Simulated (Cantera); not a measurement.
Feed: 1 mol HMDSO, 2 mol O3, 54 mol H2, at 293 Torr.

Cantera equilibrium calculation (NASA polynomials, part measured and part estimated; ideal gas, pure solids and liquids). Candidate condensed phases: C, C6H6, C7H8, C8H18, H2O, Si, SiC, SiO2; 123 gas species. The feed counts by its element totals alone. Mutual solubility and eutectic melting of coexisting phases are not modelled. The tables hold silica as quartz up to 1696 K and as liquid above; real silica turns to tridymite and cristobalite and melts near 1996 K. Kinetics and transport are ignored.

**Question.** Which condensed phases are stable at each of these points (T (K)): 800, 900, 1000, 1100, 1200, 1300, 1400, 1500, 1600, 1700, 1800?

**Answer.** 
```csv
T (K),condensed phases,Si condensed (%)
800,SiO2(α-quartz),100.0
900,SiO2(β-quartz),100.0
1000,C(graphite) + SiO2(β-quartz),100.0
1100,C(graphite) + SiO2(β-quartz),100.0
1200,C(graphite) + SiO2(β-quartz),100.0
1300,C(graphite) + SiO2(β-quartz),100.0
1400,C(graphite) + SiO2(β-quartz),100.0
1500,C(graphite) + SiC(s) + SiO2(β-quartz),99.6
1600,SiC(s) + SiO2(β-quartz),96.1
1700,SiC(s) + SiO2(condensed),68.5
1800,SiC(s),25.0
```

At 800 K the condensed part is SiO2(α-quartz). At 900 K the condensed part is SiO2(β-quartz). From 1000 K to 1400 K the condensed part is C(graphite) + SiO2(β-quartz). At 1500 K the condensed part is C(graphite) + SiC(s) + SiO2(β-quartz). At 1600 K the condensed part is SiC(s) + SiO2(β-quartz). At 1700 K the condensed part is SiC(s) + SiO2(condensed). At 1800 K the condensed part is SiC(s).
